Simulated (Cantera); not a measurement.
Input: 1 mol KCl, 3.7 mol HCl, 0.39 mol H2, equilibrated at 1900 K and 11.0 mbar.

Cantera equilibrium calculation (NASA polynomials, part measured and part estimated; ideal gas, pure solids and liquids). Candidate condensed phases: K, KCl; 10 gas species. The numbers say what is thermodynamically allowed, not how fast it happens.

Base state: HCl 0.707, KCl 0.195, H2 0.0819, Cl 0.0141, H 0.00217, K 0.000170, K2Cl2 4.33e-5 (mole fractions); condensed: gas only.

Question: What changes in the equilibrium state with this change: H2 from 0.39 to 58 mol?

Answer: 
```json
[
 {"species": "H2", "before": "0.0819", "after": "0.918"},
 {"species": "HCl", "before": "0.707", "after": "0.0590"},
 {"species": "KCl", "before": "0.195", "after": "0.0153"},
 {"species": "Cl", "before": "0.0141", "after": "0.000351"},
 {"species": "K2Cl2", "before": "4.33e-5", "after": "2.69e-7"},
 {"species": "H", "before": "0.00217", "after": "0.00725"},
 {"species": "K", "before": "0.000170", "after": "0.000537"}
]
```
